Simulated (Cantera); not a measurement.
Charge: 1 mol MgO, 2 mol NF3, 44 mol H2, equilibrated at 727 °C.

Method: chemical equilibrium by Gibbs-energy minimisation in Cantera with the NASA 1993 tables (ideal gas, pure condensed phases). Candidate condensed phases: H2O, Mg, MgF2, MgO, Mg(OH)2; 50 gas species. Equilibrium is a limit: real reactors are often held back by kinetics, nucleation or transport.

Which condensed phases are stable at each of these points (P (Pa)): 1, 6.80, 46, 320, 2200, 15000, 100000?


| P (Pa) | condensed phases | Mg condensed (%) |
|---|---|---|
| 1 | MgF2(s) + MgO(s) | 100.0 |
| 6.80 | MgF2(s) | 100.0 |
| 46 | MgF2(s) | 100.0 |
| 320 | MgF2(s) | 100.0 |
| 2200 | MgF2(s) | 100.0 |
| 15000 | MgF2(s) | 100.0 |
| 100000 | MgF2(s) | 100.0 |

At 1.00 Pa the condensed part is MgF2(s) + MgO(s). From 6.80 Pa to 100000 Pa the condensed part is MgF2(s).
